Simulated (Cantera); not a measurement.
Input: 1 mol Si(CH3)4, 0.063 mol C3H8, 15 mol H2, at 38.0 mbar.

Equilibrium computed with Cantera from the NASA thermochemical tables; the gas is ideal and each condensed phase is pure. Candidate condensed phases: C, C6H6, C7H8, C8H18, Si, SiC; 87 gas species. Gases not in the tables: Si2H6 and higher silanes. Kinetics and transport are ignored. All values below are at 2300 K.

Base state: H2 0.943, H 0.0482, C2H2 (acetylene) 0.00408, Si 0.00352, SiC2 0.000486, Si2C 0.000286, SiH 0.000245, SiH2 6.32e-5 (mole fractions); condensed: C(graphite) + SiC(s).

Q: What changes in the equilibrium state with this change: Si(CH3)4 replaced by SiCl4?

A: 
| species | before | after |
|---|---|---|
| H2 | 0.943 | 0.748 |
| HCl | 0 | 0.156 |
| H | 0.0482 | 0.0429 |
| SiCl2 | 0 | 0.0280 |
| Si | 0.00352 | 0.0120 |
| Cl | 0 | 0.00646 |
| SiCl | 0 | 0.00357 |
| C(graphite), mol | 3.09 | 0 |
| SiC(s), mol | 0.893 | 0.156 |
The tables' values for SiCl, SiCl3 are old estimates; treat these amounts as uncertain.
